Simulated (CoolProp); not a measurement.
Vapour-liquid equilibrium of R125 (1) + R1234yf (2) at 181.7 K; x and y are mole fractions of (1).

Values from CoolProp's multi-fluid Helmholtz-energy mixture model, Lemmon 2005 and Lemmon 2022; pair parameters Bell 2023.

Give the bubble pressure and the first vapour's composition at x = 0.35, 0.65, 0.95. Is there an azeotrope?

x = 0.35: 0.003685 MPa, y = 0.622; x = 0.65: 0.004977 MPa, y = 0.848; x = 0.95: 0.006263 MPa, y = 0.982. No azeotrope shows between x = 0.05 and 0.95.

Pair parameters are fitted to limited data, so mixtures are less certain than the pure fluids.
